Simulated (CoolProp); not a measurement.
Vapour-liquid equilibrium of ethylbenzene (1) + p-xylene (2) at 0.00143 MPa; x and y are mole fractions of (1).

Values from CoolProp's multi-fluid Helmholtz-energy mixture model, Zhou 2012 and Zhou 2012; pair parameters Bell 2016.

```tsv
x	bubble temperature, mixture model (K)	bubble temperature, Raoult's law (K)	y, mixture model	y, Raoult's law
0.05	301.5	301.5	0.056	0.054
0.2	301.1	301.3	0.217	0.213
0.35	300.9	301.1	0.370	0.369
0.5	300.7	300.8	0.518	0.520
0.65	300.5	300.6	0.665	0.668
0.8	300.3	300.4	0.810	0.813
0.95	300.2	300.2	0.953	0.954
```

The largest gap from Raoult's law is -0.2 K in bubble temperature, at x = 0.35. No azeotrope shows between x = 0.05 and 0.95.

Pair parameters are fitted to limited data, so mixtures are less certain than the pure fluids.
